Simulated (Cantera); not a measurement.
A Cantera script and what it prints.

```python
import numpy as np
import cantera as ct

gas_names = """
    H HO2 H2 H2O H2O2 O OH O2 O3 Si SiH SiH2 SiH3 SiH4 SiO SiO2 Si2 Si3
""".split()
cond_names = """
    H2O(s) H2O(L) Si(cr) Si(L) SiO2(Lqz) SiO2(hqz) SiO2(L)
""".split()


def load(file, names, dense=False):
    # The tables refer to 1 bar. Condensed volumes are neglected.
    table = {s.name: s for s in ct.Species.list_from_file(file)}
    out = []
    for n in names:
        d = dict(table[n].input_data)
        d["thermo"] = dict(d["thermo"], **{"reference-pressure": 1e5})
        if dense:
            d["equation-of-state"] = {"model": "constant-volume", "density": "1e6 g/cm^3"}
        out.append(ct.Species.from_dict(d))
    return out


gas = ct.Solution(thermo="ideal-gas", species=load("nasa_gas.yaml", gas_names))
cond = {s.name: ct.Solution(thermo="fixed-stoichiometry", species=[s], name=s.name)
        for s in load("nasa_condensed.yaml", cond_names, dense=True)}
atoms = {
    'Si2H6': {'Si': 2, 'H': 6},
    'H2O': {'H': 2, 'O': 1},
    'H2': {'H': 2},
}
top_T = {}  # K; cautious upper limits of use, not melting points


def equilibrate(T, P, feed):
    n = {}
    for name, mol in feed.items():
        for a, k in atoms[name].items():
            n[a] = n.get(a, 0.0) + k * mol
    gas.TPX = T, P, n
    mass = sum(n.values()) * gas.mean_molecular_weight
    gas.equilibrate("TP")
    valid = [c for c in cond.values() if c.min_temp <= T <= top_T.get(c.name, c.max_temp)]
    mix = ct.Mixture([(gas, mass / gas.mean_molecular_weight)] + [(c, 0.0) for c in valid])
    mix.T, mix.P = T, P
    mix.equilibrate("TP", solver="vcs", rtol=1e-11, max_steps=5000)
    return mix


results = []
feed = {'Si2H6': 1, 'H2O': 7.9, 'H2': 96}  # mol
P = 910  # Pa
for T in [575, 725, 875, 1025, 1175, 1325, 1475, 1625]:
    mix = equilibrate(T, P, feed)
    results.append((T, P, feed, dict(zip(mix.species_names, mix.species_moles))))
    x = sorted(zip(gas.X, gas.species_names), reverse=True)
    print(f"T = {T:g} K  P = {P:g} Pa  gas = {mix.phase_moles(0):.4g} mol")
    print("   x: " + "  ".join(f"{s} {v:.3e}" for v, s in x if v > 0.001))
    print("   condensed (mol): " + ("  ".join(f"{mix.phase(i).name} {mix.phase_moles(i):.4g}"
          for i in range(1, mix.n_phases) if mix.phase_moles(i) > 1e-12) or "none"))
```

Output:

```
T = 575 K  P = 910 Pa  gas = 106.9 mol
   x: H2 9.635e-01  H2O 3.648e-02
   condensed (mol): SiO2(Lqz) 2
T = 725 K  P = 910 Pa  gas = 106.9 mol
   x: H2 9.635e-01  H2O 3.648e-02
   condensed (mol): SiO2(Lqz) 2
T = 875 K  P = 910 Pa  gas = 106.9 mol
   x: H2 9.635e-01  H2O 3.648e-02
   condensed (mol): SiO2(hqz) 2
T = 1025 K  P = 910 Pa  gas = 106.9 mol
   x: H2 9.635e-01  H2O 3.648e-02
   condensed (mol): SiO2(hqz) 2
T = 1175 K  P = 910 Pa  gas = 106.9 mol
   x: H2 9.635e-01  H2O 3.648e-02
   condensed (mol): SiO2(hqz) 2
T = 1325 K  P = 910 Pa  gas = 106.9 mol
   x: H2 9.635e-01  H2O 3.648e-02
   condensed (mol): SiO2(hqz) 2
T = 1475 K  P = 910 Pa  gas = 106.9 mol
   x: H2 9.634e-01  H2O 3.648e-02
   condensed (mol): SiO2(hqz) 2
T = 1625 K  P = 910 Pa  gas = 107 mol
   x: H2 9.625e-01  H2O 3.660e-02
   condensed (mol): SiO2(hqz) 1.985
```

These are equilibrium values from Cantera (NASA tables, ideal gas, pure condensed phases), not measurements of a reactor. The feed counts by its element totals alone. The tables hold silica as quartz up to 1696 K and as liquid above; real silica turns to tridymite and cristobalite and melts near 1996 K.
